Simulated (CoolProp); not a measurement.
Nitrous oxide along the isobar 22900 kPa: fugacity coefficient from the reference equation and from simpler models built on Tc = 309.5 K, pc = 7245 kPa, ω = 0.161; each cubic takes its own stable root.

The numbers come from the reference Helmholtz-energy equation of state, Lemmon 2006 in CoolProp. It is a short technical equation, of lower accuracy than the large ones.

| T (K) | phase | reference | van der Waals | Peng-Robinson |
|---|---|---|---|---|
| 243.7 | liquid | 0.07845 | 0.1723 | 0.07671 |
| 275.7 | liquid | 0.1668 | 0.2570 | 0.1638 |
| 307.8 | liquid | 0.2858 | 0.3489 | 0.2818 |
| 339.8 | supercritical | 0.4180 | 0.4413 | 0.4123 |
| 371.8 | supercritical | 0.5436 | 0.5291 | 0.5349 |
| 403.9 | supercritical | 0.6483 | 0.6083 | 0.6375 |
| 435.9 | supercritical | 0.7302 | 0.6759 | 0.7190 |
| 468 | supercritical | 0.7942 | 0.7322 | 0.7838 |
| 500 | supercritical | 0.8444 | 0.7782 | 0.8352 |
